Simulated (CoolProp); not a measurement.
Saturation properties of methanol.

Model: reference Helmholtz-energy equation of state, de Reuck 1993, in CoolProp.

```csv
T (K),p (kPa),liquid density (kg/m³),liquid cp (kJ/(kg K)),surface tension (mN/m),liquid viscosity (µPa s)
403.1,840.7,674.5,3.533,12.6,166
406.1,909.8,670.5,3.575,12.3,162
409.2,985.9,666.3,3.619,12.0,157
412.2,1064,662.2,3.664,11.6,153
415.2,1148,657.9,3.710,11.3,148
418.3,1239,653.4,3.759,11.0,144
421.3,1333,649.0,3.808,10.6,140
424.3,1432,644.5,3.859,10.3,136
427.4,1541,639.7,3.914,9.95,132
430.4,1652,634.9,3.969,9.61,128
433.4,1770,630.0,4.027,9.27,125
436.5,1898,624.8,4.090,8.91,121
439.5,2029,619.7,4.154,8.56,117
442.5,2167,614.4,4.221,8.21,114
```

It boils at 337.6 K under 1 atm.

Viscosity comes from a separate model (Xiang 2006). Surface tension comes from a separate correlation (Mulero 2012).
